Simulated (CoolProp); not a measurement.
Dimethyl carbonate along the isotherm 422.2 K: density (kg/m³) from the reference equation and from simpler models built on Tc = 557.0 K, pc = 4.909 MPa, ω = 0.346; each cubic takes its own stable root.

Computed with CoolProp (reference Helmholtz-energy equation of state, Zhou 2011).

```
p (MPa)   phase  reference
-------  ------  ---------
0.736    liquid      885.1
1.47     liquid      887.0
2.21     liquid      888.8
2.95     liquid      890.7
3.68     liquid      892.4
4.42     liquid      894.2
5.15     liquid      895.9
5.89     liquid      897.6
6.63     liquid      899.2
7.36     liquid      900.8
```

Task: How far does each simpler model (van der Waals, Redlich-Kwong) lie from the reference over these 10 states: mean and median of the absolute difference, and the worst?

Result: 
- van der Waals: mean 46.1 %, median 40.4 %, worst -97.6 % at 422.2 K and 0.736 MPa
- Redlich-Kwong: mean 23.6 %, median 15.5 %, worst -97.6 % at 422.2 K and 0.736 MPa

At some of these states van der Waals, Redlich-Kwong gives the other phase, because its saturation line lies elsewhere.
